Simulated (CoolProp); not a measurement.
Vapour-liquid equilibrium of n-butane (1) + R113 (2) at 0.107 MPa; x and y are mole fractions of (1).

Values from CoolProp's multi-fluid Helmholtz-energy mixture model, Bücker 2006 and Marx 1992; pair parameters Bell 2016.

Question: Give the bubble temperature and the first vapour's composition at x = 0.05, 0.2, 0.5. Is there an azeotrope?

Answer: x = 0.05: 316.1 K, y = 0.224; x = 0.2: 302.1 K, y = 0.594; x = 0.5: 287.0 K, y = 0.850. No azeotrope shows between x = 0.05 and 0.95.

The pair parameters rest on a limited set of measurements; away from them the model extrapolates.
